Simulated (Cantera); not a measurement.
An adiabatic, constant-pressure homogeneous reactor starts with CH4 : O2 : N2 : C2H6 = 1 : 1.67 : 6.27 : 0.029 (molar parts), equivalence ratio 1.3, at 1375 K and 9750 Torr.

Model: GRI-Mech 3.0 (53 species, 325 reactions), integrated in Cantera. The pressure lies above the range GRI-Mech 3.0 was tuned for (to about 10 atm).

One state of this run: T (K) = 2850; x CH4 = 2.21e-12; x O2 = 0.00145; x HCO = 3.79e-7; x C2H = <1e-12; x C2H2 = <1e-12. x: mole fraction; the columns are a selection and need not sum to one.

### Question
Which value of t (s) does it belong to?
A. 2.83e-5
B. 7.00e-6
C. 0.000114
D. 0.00186

### Answer
D, 0.00186
